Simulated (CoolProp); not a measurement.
Vapour pressure (bar) of decamethylcyclopentasiloxane (D5): the reference equation beside estimates from Tc = 345.1 °C, pc = 10.78 bar, ω = 0.631. Clausius-Clapeyron is anchored at 53.05 °C with a constant enthalpy of vaporisation of 60.74 kJ/mol.

Computed with CoolProp (reference Helmholtz-energy equation of state, Thol 2019).

| T (°C) | reference | Clausius-Clapeyron | Peng-Robinson |
|---|---|---|---|
| 25.45 | 0.0002007 | 0.0002150 | 0.0003889 |
| 53.05 | 0.001704 | 0.001704 | 0.002552 |
| 80.55 | … | 0.009718 | … |
| 108.05 | 0.03624 | 0.04312 | 0.04126 |
| 135.55 | … | … | 0.1180 |
| 163.05 | 0.2802 | 0.4831 | … |
| 190.65 | 0.6135 | … | 0.6150 |
| 218.15 | 1.195 | 3.161 | 1.188 |
| 245.65 | 2.129 | … | 2.115 |

Fill in the missing entries.


- 80.55, reference: 0.009254
- 80.55, Peng-Robinson: 0.01173
- 135.55, reference: 0.1108
- 135.55, Clausius-Clapeyron: 0.1566
- 163.05, Peng-Robinson: 0.2868
- 190.65, Clausius-Clapeyron: 1.309
- 245.65, Clausius-Clapeyron: 6.951

Absolute difference from the reference over all 9 rows, mean and median: Clausius-Clapeyron 72.1 and 41.3 %, Peng-Robinson 21.6 and 6.5 %.
